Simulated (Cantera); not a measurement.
An isothermal, constant-pressure homogeneous reactor starts with CH4 : CO2 : H2O = 1 : 4.9 : 0.042 (molar parts), at 1550 K and 22.0 bar.

Detailed kinetics in Cantera: GRI-Mech 3.0 (53 species, 325 reactions). The pressure lies above the range GRI-Mech 3.0 was tuned for (to about 10 atm).

x: mole fraction; the columns are a selection and need not sum to one.

```csv
t (s),x CH4,x CO2,x H2,x CO,x CH2CO,x H2O,x OH
6.00e-5,0.168,0.825,0.000104,6.97e-6,1.12e-11,0.00707,[?]
0.000221,0.167,0.825,0.000427,3.21e-5,2.12e-10,0.00710,[?]
0.000812,0.165,0.824,0.00205,0.000222,5.79e-9,0.00726,[?]
0.00299,0.156,0.817,0.00994,0.00235,1.97e-7,0.00922,[?]
0.0110,0.130,0.781,0.0260,0.0203,3.06e-6,0.0265,[?]
0.0404,0.0748,0.667,0.0257,0.0959,2.43e-5,0.0975,[?]
0.149,0.0223,0.520,0.0282,0.213,6.38e-5,0.168,[?]
0.546,0.0176,0.422,0.0476,0.321,2.24e-5,0.171,[?]
2.01,0.00992,0.352,0.0691,0.395,3.12e-6,0.172,1.46e-7
7.39,0.00128,0.324,0.0807,0.419,1.66e-7,0.175,1.38e-7
27.2,3.46e-6,0.321,0.0821,0.422,4.41e-10,0.175,1.39e-7
100,1.51e-6,0.321,0.0821,0.422,2.15e-10,0.175,1.39e-7
```

Problem. Fill in the missing entries.

Solution. 
- 6.00e-5, x OH: 3.95e-9
- 0.000221, x OH: 5.08e-9
- 0.000812, x OH: 8.46e-9
- 0.00299, x OH: 1.73e-8
- 0.0110, x OH: 3.99e-8
- 0.0404, x OH: 1.09e-7
- 0.149, x OH: 2.16e-7
- 0.546, x OH: 1.77e-7
